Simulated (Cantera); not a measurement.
An isothermal, constant-pressure homogeneous reactor starts with H2 : O2 = 0.14 : 1 (molar parts), equivalence ratio 0.070, at 1375 K and 10.00 Torr. Integrator tolerance rtol = 1e-08.

Model: the H2/O2 subset of GRI-Mech 3.0, which has no nitrogen chemistry, integrated in Cantera. Radical loss at walls, strong at low pressure, is not modelled. The temperature is held fixed by assumption; the heat of reaction is taken as removed at once.

Question: What does this change do: pressure from 10.00 Torr to 23.3 Torr?

Answer: 
| quantity | before | after |
|---|---|---|
| x(H2) at 3.00 s | 1.67e-6 (gas-phase equilibrium 3.74e-7) | 2.96e-7 (gas-phase equilibrium 2.45e-7) |
| x(O2) at 3.00 s | 0.869 (gas-phase equilibrium 0.869) | 0.869 (gas-phase equilibrium 0.869) |
| x(HO2) at 3.00 s | 6.26e-8 (gas-phase equilibrium 8.27e-8) | 9.64e-8 (gas-phase equilibrium 1.02e-7) |
| x(H) at 3.00 s | 1.72e-7 (gas-phase equilibrium 1.83e-8) | 1.28e-8 (gas-phase equilibrium 9.70e-9) |
| x(H2O) at 3.00 s | 0.131 (gas-phase equilibrium 0.131) | 0.131 (gas-phase equilibrium 0.131) |
| x(H2O2) at 3.00 s | 3.32e-9 (gas-phase equilibrium 1.33e-9) | 2.25e-9 (gas-phase equilibrium 2.03e-9) |
| x(OH) at 3.00 s | 0.000243 (gas-phase equilibrium 0.000115) | 0.000102 (gas-phase equilibrium 9.31e-5) |

Question: What does this change do: temperature 1375 to 1048 K?

Answer: 
```json
[
 {"quantity": "x(H2) at 3.00 s", "before": "1.67e-6 (gas-phase equilibrium 3.74e-7)", "after": "1.31e-7 (gas-phase equilibrium 4.19e-10)"},
 {"quantity": "x(O2) at 3.00 s", "before": "0.869 (gas-phase equilibrium 0.869)", "after": "0.869 (gas-phase equilibrium 0.869)"},
 {"quantity": "x(HO2) at 3.00 s", "before": "6.26e-8 (gas-phase equilibrium 8.27e-8)", "after": "2.13e-8 (gas-phase equilibrium 2.18e-9)"},
 {"quantity": "x(H) at 3.00 s", "before": "1.72e-7 (gas-phase equilibrium 1.83e-8)", "after": "6.78e-9 (gas-phase equilibrium 1.38e-12)"},
 {"quantity": "x(H2O) at 3.00 s", "before": "0.131 (gas-phase equilibrium 0.131)", "after": "0.131 (gas-phase equilibrium 0.131)"},
 {"quantity": "x(H2O2) at 3.00 s", "before": "3.32e-9 (gas-phase equilibrium 1.33e-9)", "after": "9.41e-9 (gas-phase equilibrium 7.13e-11)"},
 {"quantity": "x(OH) at 3.00 s", "before": "0.000243 (gas-phase equilibrium 0.000115)", "after": "2.33e-5 (gas-phase equilibrium 1.36e-6)"}
]
```

Question: What does this change do: temperature 1375 to 1175 K?

Answer: 
| quantity | before | after |
|---|---|---|
| x(H2) at 3.00 s | 1.67e-6 (gas-phase equilibrium 3.74e-7) | 3.94e-7 (gas-phase equilibrium 9.14e-9) |
| x(O2) at 3.00 s | 0.869 (gas-phase equilibrium 0.869) | 0.869 (gas-phase equilibrium 0.869) |
| x(HO2) at 3.00 s | 6.26e-8 (gas-phase equilibrium 8.27e-8) | 2.52e-8 (gas-phase equilibrium 1.14e-8) |
| x(H) at 3.00 s | 1.72e-7 (gas-phase equilibrium 1.83e-8) | 2.80e-8 (gas-phase equilibrium 1.02e-10) |
| x(H2O) at 3.00 s | 0.131 (gas-phase equilibrium 0.131) | 0.131 (gas-phase equilibrium 0.131) |
| x(H2O2) at 3.00 s | 3.32e-9 (gas-phase equilibrium 1.33e-9) | 6.22e-9 (gas-phase equilibrium 2.68e-10) |
| x(OH) at 3.00 s | 0.000243 (gas-phase equilibrium 0.000115) | 6.64e-5 (gas-phase equilibrium 1.02e-5) |
